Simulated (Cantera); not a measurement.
Feed: 1 mol n-butane, 9.3 mol H2, 0.26 mol N2, held at 0.0100 bar.

Method: chemical equilibrium by Gibbs-energy minimisation in Cantera with the NASA 1993 tables (ideal gas, pure condensed phases). Candidate condensed phases: C, C6H6, C7H8, C8H18; 110 gas species. Ions and electrons are included (thermal ionisation). Rates play no part.

Task: At 3000 K, list the 6 most abundant gas species with their mole fractions, and the condensed phases.

Result: H 0.717, H2 0.206, C3 0.0312, C2H2 (acetylene) 0.0128, C2H 0.00766, HCN 0.00670. Condensed: C(graphite).
